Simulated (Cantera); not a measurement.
Input: 1 mol MgCO3, 4.8 mol H2, equilibrated at 1373.15 K and 1 atm.

Equilibrium computed with Cantera from the NASA thermochemical tables; the gas is ideal and each condensed phase is pure. Candidate condensed phases: C, C6H6, C7H8, C8H18, H2O, Mg, MgCO3, MgO, Mg(OH)2; 116 gas species. The numbers say what is thermodynamically allowed, not how fast it happens.

Base state: H2 0.673, H2O 0.155, CO 0.155, CO2 0.0174 (mole fractions); condensed: MgO(s).

Q: What changes in the equilibrium state with this change: H2 from 4.8 to 2.1 mol?

A: 
```csv
species,before,after
H2,0.673,0.426
H2O,0.155,0.251
CO,0.155,0.251
CO2,0.0174,0.0717
"MgO(s), mol",1.00,1.00
```
